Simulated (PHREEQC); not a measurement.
1 kg of water holding 45 mmol/kgw KCl, 3.5 mmol/kgw K2SO4 and 8.3 mmol/kgw K2CO3 is evaporated at 25 °C; the solids stay in contact with the brine. No CO2 enters from the air. The run lets Arcanite, Kalicinite, Misenite, Sylvite precipitate or redissolve, and no other solid.

Base run: PHREEQC, Pitzer model, pitzer.dat. Each further column changes one thing. The table gives ionic strength.

| H2O removed (mol) | base | temperature from 25 to 50 °C | temperature from 25 to 5 °C |
|---|---|---|---|
| 0 | 0.0794 | ? | ? |
| 18.01 | 0.118 | ? | 0.118 |
| 34.69 | 0.213 | 0.212 | 0.214 |
| 41.44 | 0.316 | 0.314 | 0.316 |
| 47.7 | 0.569 | ? | 0.570 |
| 50.23 | 0.843 | 0.841 | 0.845 |
| 52.58 | 1.52 | 1.52 | 1.52 |
| 53.53 | 2.25 | 2.25 | 2.25 |
| 54.41 | 3.93 | 4.05 | 3.79 |
| 54.76 | 5.45 | ? | ? |
| 55.09 | 7.17 | 7.88 | 6.45 |
| 55.23 | 8.28 | 8.86 | 7.66 |

Task: Some entries are withheld; supply them.

Result: 
- 0, temperature from 25 to 50 °C: 0.0786
- 0, temperature from 25 to 5 °C: 0.0798
- 18.01, temperature from 25 to 50 °C: 0.117
- 47.7, temperature from 25 to 50 °C: 0.567
- 54.76, temperature from 25 to 50 °C: 5.54
- 54.76, temperature from 25 to 5 °C: 5.36

 Constants without temperature data keep their 25 °C values here.
